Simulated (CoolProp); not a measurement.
Model: reference Helmholtz-energy equation of state, Lemmon 2006, in CoolProp. It is a short technical equation, of lower accuracy than the large ones.

**Question.** Give the vapour pressure (kPa), vapour density (kg/m³), enthalpy of vaporisation (kJ/kg) of saturated neopentane at 94.75, 116.15 °C.

**Answer.** 
```csv
T (°C),p (kPa),vapour density (kg/m³),enthalpy of vaporisation (kJ/kg)
94.75,1010,30.6,231
116.15,1520,48.8,197
```
